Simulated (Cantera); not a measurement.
**Ignition delay**

Mixture: CH4 : O2 : N2 = 1 : 1.67 : 6.27 (molar parts), equivalence ratio 1.2, at 0.900 bar, adiabatic and at constant pressure. Ignition delay is the time to a rise of 400 K.

Detailed kinetics in Cantera: GRI-Mech 3.0 (53 species, 325 reactions).

```csv
T0 (K),delay (ms)
1275,19.6
1350,7.45
1425,3.06
1500,1.37
1575,0.665
1650,0.353
```

| Item | Value |
|---|---|
| apparent activation energy between 1500 and 1650 K | 190 kJ/mol |
